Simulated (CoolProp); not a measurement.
Saturated liquid density (kg/m³) of CF4 (R14): the reference equation beside estimates from Tc = 227.4 K, pc = 3.762 MPa, ω = 0.178. Rackett uses Z = 0.29056 − 0.08775 ω.

Model: reference Helmholtz-energy equation of state, Platzer 1990, in CoolProp. This equation is an older, rougher fit; its heat capacities, sound speeds and derivatives of the liquid may be far off and weren't checked against measurements.

```json
[
 {"T (K)": "181", "reference": "1390", "Rackett": "1446", "van der Waals": "907.0", "Redlich-Kwong": "1283", "Soave-Redlich-Kwong": "1325", "Peng-Robinson": "1504"},
 {"T (K)": "184.5", "reference": "1366", "Rackett": "1420", "van der Waals": "890.0", "Redlich-Kwong": "1253", "Soave-Redlich-Kwong": "1295", "Peng-Robinson": "1469"},
 {"T (K)": "188", "reference": "1340", "Rackett": "1393", "van der Waals": "872.3", "Redlich-Kwong": "1221", "Soave-Redlich-Kwong": "1263", "Peng-Robinson": "1433"},
 {"T (K)": "191.5", "reference": "1314", "Rackett": "1365", "van der Waals": "853.8", "Redlich-Kwong": "1187", "Soave-Redlich-Kwong": "1229", "Peng-Robinson": "1394"},
 {"T (K)": "195", "reference": "1286", "Rackett": "1335", "van der Waals": "834.3", "Redlich-Kwong": "1152", "Soave-Redlich-Kwong": "1193", "Peng-Robinson": "1354"},
 {"T (K)": "198.4", "reference": "1257", "Rackett": "1305", "van der Waals": "814.2", "Redlich-Kwong": "1116", "Soave-Redlich-Kwong": "1156", "Peng-Robinson": "1311"},
 {"T (K)": "201.9", "reference": "1226", "Rackett": "1272", "van der Waals": "792.3", "Redlich-Kwong": "1077", "Soave-Redlich-Kwong": "1116", "Peng-Robinson": "1264"},
 {"T (K)": "205.4", "reference": "1192", "Rackett": "1236", "van der Waals": "768.8", "Redlich-Kwong": "1035", "Soave-Redlich-Kwong": "1072", "Peng-Robinson": "1213"},
 {"T (K)": "208.9", "reference": "1155", "Rackett": "1197", "van der Waals": "743.4", "Redlich-Kwong": "989.7", "Soave-Redlich-Kwong": "1025", "Peng-Robinson": "1158"},
 {"T (K)": "212.4", "reference": "1114", "Rackett": "1154", "van der Waals": "715.3", "Redlich-Kwong": "940.3", "Soave-Redlich-Kwong": "972.5", "Peng-Robinson": "1097"}
]
```

Absolute difference from the reference over all 10 rows, mean and median: Rackett 3.8 and 3.8 %, van der Waals 35.2 and 35.2 %, Redlich-Kwong 11.1 and 10.8 %, Soave-Redlich-Kwong 8.0 and 7.6 %, Peng-Robinson 4.5 and 4.8 %.
